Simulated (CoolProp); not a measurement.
Values from CoolProp's reference Helmholtz-energy equation of state, Thol 2016.

Give the vapour pressure (MPa), liquid density (kg/m³), liquid cp (kJ/(kg K)), vapour Z of saturated hexamethyldisiloxane (MM) at 348.4, 389.9 K.


| T (K) | p (MPa) | liquid density (kg/m³) | liquid cp (kJ/(kg K)) | vapour Z |
|---|---|---|---|---|
| 348.4 | 0.0456 | 705 | 2.04 | 0.964 |
| 389.9 | 0.159 | 655 | 2.17 | 0.913 |
